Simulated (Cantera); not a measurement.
An isothermal, constant-pressure homogeneous reactor starts with 2.33 % CH4, 0.775 % O2, 96.9 % N2, at 1400 K and 0.730 atm.

Detailed kinetics in Cantera: GRI-Mech 3.0 (53 species, 325 reactions). GRI-Mech 3.0 stops at C3 and has no aromatics, soot or wall deposition, so with more carbon than oxygen in the feed, carbon stays in small species such as C2H2 where larger ones or solid carbon would form.

x: mole fraction; the columns are a selection and need not sum to one.

```csv
t (s),x CH4,x O2,x CO,x OH,x C2H
0.000600,0.0233,0.00775,5.14e-11,5.35e-10,<1e-12
0.00246,0.0233,0.00775,5.39e-9,1.35e-9,<1e-12
0.0101,0.0232,0.00774,5.42e-7,2.86e-9,<1e-12
0.0416,0.0230,0.00767,2.73e-5,7.02e-9,<1e-12
0.171,0.0208,0.00667,0.000725,3.25e-8,1.56e-11
0.702,0.0107,0.000378,0.00551,1.41e-8,2.05e-10
2.88,0.00922,4.43e-6,0.00568,5.56e-9,1.18e-10
11.9,0.00674,<1e-12,0.00551,5.17e-9,1.51e-10
48.7,…,<1e-12,0.00590,4.95e-9,2.01e-10
200,…,<1e-12,…,…,1.96e-10
```

Question: Fill in the missing entries.

Answer: 
- 48.7, x CH4: 0.00319
- 200, x CH4: 0.00161
- 200, x CO: 0.00790
- 200, x OH: 3.80e-9
